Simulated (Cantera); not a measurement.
An adiabatic, constant-pressure homogeneous reactor starts with CH₄ : O₂ : N₂ : H₂O = 1 : 1.43 : 5.37 : 1.9 (molar parts), at 950 K and 0.987 atm. Integrator tolerance rtol = 1e-08.

Detailed kinetics in Cantera: GRI-Mech 3.0 (53 species, 325 reactions). Below about 1000 K GRI-Mech 3.0 lacks low-temperature oxidation paths.

### Question
What does this change do: initial temperature 950 to 1600 K?

### Answer
| quantity | before | after |
|---|---|---|
| temperature at 2.00 s | 951 K | 2589 K |
| equilibrium temperature | 2162 K | 2589 K |
| x(CH₄) at 2.00 s | 0.103 (gas-phase equilibrium <1e-12) | <1e-12 (gas-phase equilibrium <1e-12) |
| x(O₂) at 2.00 s | 0.147 (gas-phase equilibrium 2.11e-5) | 0.00194 (gas-phase equilibrium 0.00194) |
| x(H₂O) at 2.00 s | 0.196 (gas-phase equilibrium 0.316) | 0.303 (gas-phase equilibrium 0.303) |
| x(OH) at 2.00 s | 2.74e-10 (gas-phase equilibrium 0.000760) | 0.0102 (gas-phase equilibrium 0.0102) |
| x(HCO) at 2.00 s | 2.65e-12 (gas-phase equilibrium 1.40e-8) | 6.30e-8 (gas-phase equilibrium 6.30e-8) |
| x(C₂H₄) at 2.00 s | 9.13e-7 (gas-phase equilibrium <1e-12) | <1e-12 (gas-phase equilibrium <1e-12) |
| time of steepest temperature rise | not reached | 0.736 ms |
